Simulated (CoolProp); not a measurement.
Water along the isotherm 396.45 °C: Z from the reference equation and from simpler models built on Tc = 373.9 °C, pc = 22060 kPa, ω = 0.344; each cubic takes its own stable root.

Model: reference Helmholtz-energy equation of state, Wagner 2002, in CoolProp.

```tsv
p (kPa)	phase	reference
6250	gas	0.9099
12500	gas	0.8007
18800	gas	0.6598
25000	supercritical	0.4540
31200	supercritical	0.2311
37500	supercritical	0.2337
43800	supercritical	0.2531
50000	supercritical	0.2753
56200	supercritical	0.2985
62500	supercritical	0.3225
68800	supercritical	0.3465
75000	supercritical	0.3700
81200	supercritical	0.3934
87500	supercritical	0.4171
93800	supercritical	0.4405
100000	supercritical	0.4635
```

How far does each simpler model (Redlich-Kwong, Soave-Redlich-Kwong) lie from the reference over these 16 states: mean and median of the absolute difference, and the worst?


- Redlich-Kwong: mean 32.2 %, median 42.2 %, worst +45.0 % at 396.45 °C and 43800 kPa
- Soave-Redlich-Kwong: mean 35.6 %, median 44.5 %, worst +50.9 % at 396.45 °C and 37500 kPa
